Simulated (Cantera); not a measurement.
Feed: 1 mol Si, 0.57 mol H2O, 100 mol N2, 0.016 mol CO2, equilibrated at 47000 Pa.

Equilibrium computed with Cantera from the NASA thermochemical tables; the gas is ideal and each condensed phase is pure. Candidate condensed phases: C, C6H6, C7H8, C8H18, H2O, Si, SiC, SiO2, Si2N2O, Si3N4; 151 gas species. N2 is the only nitrogen source here; it is nearly inert below about 1500 K, so the nitride shown seldom forms there in practice. Mutual solubility and eutectic melting of coexisting phases are not modelled. The tables hold silica as quartz up to 1696 K and as liquid above; real silica turns to tridymite and cristobalite and melts near 1996 K. Equilibrium is a limit: real reactors are often held back by kinetics, nucleation or transport.

Problem. Which condensed phases are stable at each of these points (T (K)): 1498, 1548, 1598, 1648, 1698, 1748, 1798, 1848, 1898, 1948, 1998?

Solution. 
```json
[
 {"T (K)": "1498", "condensed phases": "SiO2(β-quartz) + Si2N2O(s)", "Si condensed (%)": "99.9"},
 {"T (K)": "1548", "condensed phases": "SiO2(β-quartz) + Si2N2O(s)", "Si condensed (%)": "99.8"},
 {"T (K)": "1598", "condensed phases": "SiO2(β-quartz) + Si2N2O(s)", "Si condensed (%)": "99.3"},
 {"T (K)": "1648", "condensed phases": "SiO2(β-quartz) + Si2N2O(s)", "Si condensed (%)": "97.8"},
 {"T (K)": "1698", "condensed phases": "SiO2(condensed) + Si2N2O(s)", "Si condensed (%)": "93.5"},
 {"T (K)": "1748", "condensed phases": "Si2N2O(s)", "Si condensed (%)": "82.9"},
 {"T (K)": "1798", "condensed phases": "Si2N2O(s)", "Si condensed (%)": "82.8"},
 {"T (K)": "1848", "condensed phases": "Si2N2O(s)", "Si condensed (%)": "82.8"},
 {"T (K)": "1898", "condensed phases": "Si2N2O(s)", "Si condensed (%)": "82.7"},
 {"T (K)": "1948", "condensed phases": "Si2N2O(s) + Si3N4(s)", "Si condensed (%)": "66.1"},
 {"T (K)": "1998", "condensed phases": "Si3N4(s)", "Si condensed (%)": "40.7"}
]
```

From 1498 K to 1648 K the condensed part is SiO2(β-quartz) + Si2N2O(s). At 1698 K the condensed part is SiO2(condensed) + Si2N2O(s). From 1748 K to 1898 K the condensed part is Si2N2O(s). At 1948 K the condensed part is Si2N2O(s) + Si3N4(s). At 1998 K the condensed part is Si3N4(s).
